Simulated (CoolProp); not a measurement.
Vapour-liquid equilibrium of propylene (1) + R115 (2) at 949 kPa; x and y are mole fractions of (1).

The numbers come from the multi-fluid Helmholtz-energy mixture model, Lemmon 2013 and Lemmon 2016; pair parameters Bell 2016 in CoolProp.

Question: Give the bubble temperature and the first vapour's composition at x = 0.15, 0.45, 0.55. Is there an azeotrope?

Answer: x = 0.15: 21.3 °C, y = 0.235; x = 0.45: 15.2 °C, y = 0.530; x = 0.55: 14.3 °C, y = 0.600. y crosses x between x = 0.65 and 0.75: the model has an azeotrope there.

The pair parameters rest on a limited set of measurements; away from them the model extrapolates.
